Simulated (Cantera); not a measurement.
A freely propagating, adiabatic, planar premixed flame of 19.7 % H₂, 17.3 % O₂, 63.0 % N₂, equivalence ratio 0.57, unburnt at 350 K and 0.440 bar; mixture-averaged transport, grid criteria slope 0.08 and curve 0.16, no radiation.

Cantera simulation using the H2/O2 subset of GRI-Mech 3.0, which has no nitrogen chemistry; the numbers are that mechanism's predictions, not measurements. Burning velocities carry a grid error of a few per cent, more on coarse grids. Lean hydrogen flames are cellular in practice and burn faster than this planar one.

x: mole fraction of selected species; z is measured from the peak of heat release.

| z (mm) | T (K) | u (m/s) | x H₂ | x O₂ | x H₂O₂ | x H₂O | x HO₂ | x O |
|---|---|---|---|---|---|---|---|---|
| -2.98 | 350 | 1.25 | 0.197 | 0.173 | <1e-8 | <1e-8 | <1e-8 | <1e-8 |
| -1.98 | 350 | 1.25 | 0.197 | 0.173 | <1e-8 | 1.45e-7 | <1e-8 | <1e-8 |
| -1.49 | 350 | 1.25 | 0.196 | 0.173 | 1.06e-8 | 1.64e-6 | 4.15e-8 | <1e-8 |
| -0.992 | 351 | 1.25 | 0.192 | 0.174 | 2.82e-7 | 3.54e-5 | 1.10e-6 | 2.04e-8 |
| -0.496 | 411 | 1.42 | 0.166 | 0.177 | 3.19e-5 | 0.00409 | 0.000160 | 3.14e-6 |
| -0.248 | 687 | 2.30 | 0.123 | 0.170 | 4.10e-5 | 0.0342 | 0.000161 | 0.000161 |
| 0 | 1039 | 3.42 | 0.0695 | 0.143 | 6.86e-6 | 0.0953 | 7.17e-5 | 0.00234 |
| 0.248 | [?] | 4.22 | [?] | [?] | [?] | [?] | [?] | [?] |
| 0.496 | 1431 | 4.68 | 0.0133 | 0.0927 | 2.36e-6 | 0.179 | 2.95e-5 | 0.00829 |
| 0.992 | 1571 | 5.11 | 0.00777 | 0.0862 | 1.14e-6 | 0.192 | 2.04e-5 | 0.00717 |
| 1.98 | 1684 | 5.45 | 0.00497 | 0.0844 | 5.48e-7 | 0.200 | 1.32e-5 | 0.00453 |
| 3.97 | 1760 | 5.67 | 0.00249 | 0.0839 | 2.86e-7 | 0.207 | 7.16e-6 | 0.00222 |
| 7.93 | 1799 | 5.78 | [?] | 0.0842 | [?] | 0.211 | [?] | [?] |

Problem. Complete the blanks.

Solution. 
- 0.248, T (K): 1289
- 0.248, x H₂: 0.0285
- 0.248, x O₂: 0.109
- 0.248, x H₂O₂: 3.72e-6
- 0.248, x H₂O: 0.153
- 0.248, x HO₂: 4.16e-5
- 0.248, x O: 0.00656
- 7.93, x H₂: 0.000971
- 7.93, x H₂O₂: 1.52e-7
- 7.93, x HO₂: 3.22e-6
- 7.93, x O: 0.000859
